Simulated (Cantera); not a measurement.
**Equilibrium for silicon carbide growth: SiHCl₃ + C₂H₄ + H₂**

Feed: 1 mol SiHCl₃, 0.5 mol C₂H₄, 49 mol H₂, held at 0.370 bar.

Method: chemical equilibrium by Gibbs-energy minimisation in Cantera with the NASA 1993 tables (ideal gas, pure condensed phases). Candidate condensed phases: C, C₆H₆, C₇H₈, C₈H₁₈, Si, SiC; 109 gas species. The tables' values for SiCl₃ are old estimates; treat these amounts as uncertain. Rates play no part.

```tsv
T (K)	log p H₂	log p HCl	log p CH₄	log p H	log p SiCl₄	log p SiCl₂	log p SiHCl₃	n SiC(s)
1175	-0.46	-1.70	-3.34	-7.14	-3.55	-4.72	-3.93	0.937
1275	-0.46	-1.68	-3.70	-6.36	-4.14	-4.32	-4.31	0.972
1375	-0.46	-1.68	-3.90	-5.69	-4.80	-4.12	-4.78	0.982
1475	-0.46	-1.68	-3.97	-5.12	-5.48	-4.06	-5.29	0.985
1575	-0.46	-1.67	-4.00	-4.61	-6.11	-4.03	-5.77	0.986
1675	-0.46	-1.68	-4.05	-4.16	-6.65	-4.00	-6.18	0.985
1775	-0.46	-1.68	-4.14	-3.77	-7.08	-3.91	-6.49	0.982
1875	-0.46	-1.68	-4.28	-3.41	-7.40	-3.78	-6.71	0.976
```
log p: log10 of the partial pressure in bar; n: condensed amount in mol.

From 1175 K to 1875 K the condensed part is SiC(s). The main Si-bearing gas is SiCl₄ at 1175 K and SiCl₂ at 1875 K. The share of Si in condensed phases is highest at 1575 K (98.6 %) and lowest at 1175 K (93.7 %).
